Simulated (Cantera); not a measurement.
An adiabatic, constant-pressure homogeneous reactor starts with CH4 : H2 : O2 : N2 = 1 : 0.37 : 2.19 : 8.22 (molar parts), at 1200 K and 825 Torr. Integrator tolerance rtol = 1e-08.

Cantera simulation using GRI-Mech 3.0 (53 species, 325 reactions); the numbers are that mechanism's predictions, not measurements.

**Question.** What does this change do: initial temperature 1200 to 1400 K?

**Answer.** 
```csv
quantity,before,after
time of steepest temperature rise,3.42 ms,0.620 ms
temperature at 0.200 s,2639 K,2715 K
equilibrium temperature,2639 K,2715 K
x(CH4) at 0.200 s,<1e-12 (gas-phase equilibrium <1e-12),<1e-12 (gas-phase equilibrium <1e-12)
x(H2) at 0.200 s,0.0150 (gas-phase equilibrium 0.0150),0.0184 (gas-phase equilibrium 0.0184)
x(O2) at 0.200 s,0.0154 (gas-phase equilibrium 0.0154),0.0179 (gas-phase equilibrium 0.0179)
x(H2O2) at 0.200 s,2.11e-7 (gas-phase equilibrium 2.11e-7),2.50e-7 (gas-phase equilibrium 2.50e-7)
x(CH3) at 0.200 s,<1e-12 (gas-phase equilibrium <1e-12),<1e-12 (gas-phase equilibrium <1e-12)
x(CO) at 0.200 s,0.0303 (gas-phase equilibrium 0.0303),0.0355 (gas-phase equilibrium 0.0355)
```
